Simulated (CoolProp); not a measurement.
Model: reference Helmholtz-energy equation of state, de Reuck 1993, in CoolProp.

For methanol, give the phase and the isothermal compressibility (1/MPa), viscosity (µPa s) at 346.85 °C and 43300 kPa; 346.85 °C and 82200 kPa.


- 346.85 °C and 43300 kPa: supercritical; isothermal compressibility 0.0118, viscosity 56.7
- 346.85 °C and 82200 kPa: supercritical; isothermal compressibility 0.00345, viscosity 81.7

Viscosity comes from a separate model (Xiang 2006).
